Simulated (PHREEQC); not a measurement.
Geothermal or formation water

Model water analysis in mmol/kgw, 75 °C, pH 8.07:

```
constituent           mmol/kgw
--------------------  --------
Na                         113
K                      0.00159
Ca                       0.476
Mg                        17.1
Cl                         150
S(6)                      3.46
Alkalinity (meq/kgw)     0.621
```

Valence states are taken as typed.

All values are PHREEQC results (Pitzer model, pitzer.dat), not measurements.

Each row changes one thing in this solution. This is a speciation only: nothing precipitates in the calculation.

| case | HCO3- (mol/kgw) | MgOH+ (mol/kgw) | MgCO3 (mol/kgw) | CO3-2 (mol/kgw) | CO2 (mol/kgw) | HSO4- (mol/kgw) |
|---|---|---|---|---|---|---|
| as made | 0.000462 | 4.29e-5 | 2.55e-5 | 1.47e-5 | 5.70e-6 | 3.19e-9 |
| K from 0.00159 to 0.00477 mmol/kgw | 0.000462 | 4.29e-5 | 2.55e-5 | 1.47e-5 | 5.70e-6 | 3.19e-9 |
| pH from 8.07 to 8.37 at the same alkalinity | 0.000344 | 8.53e-5 | 3.78e-5 | 2.18e-5 | 2.13e-6 | 1.60e-9 |

Some of these states are supersaturated (in Magnesite (slow to form), for instance). Away from 25 °C the constants follow the database's enthalpies or fits; those with neither stay at their 25 °C values.
